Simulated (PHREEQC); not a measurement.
# Polishing slurry liquid: speciation

Consider water at 25 °C with 0.021 mol/kgw TMAH and 0.00058 mol/kgw KH2PO4. Closed to the air; pH follows from the charge balance.

Computed with PHREEQC (ion-association model, phreeqc.dat).

| Item | Result |
|---|---|
| pH | 12.23 |
| ionic strength | 0.0229 mol/kgw |
| total alkalinity | 21.0 meq/kg |

```
species   molality  activity   log γ
--------  --------  --------  ------
(CH3)4N+    0.0210    0.0181  -0.064
OH-         0.0201    0.0172  -0.066
K+        0.000580  0.000499  -0.065
PO4-3     0.000361   9.51e-5  -0.579
HPO4-2    0.000219  0.000124  -0.247
KHPO4-     1.39e-7   1.20e-7  -0.061
H2PO4-     1.35e-9   1.17e-9  -0.061
```

This is a speciation only: nothing precipitates in the calculation. (CH3)4N+ isn't in the database: it is added as a free cation with an ion size of 4 Å.
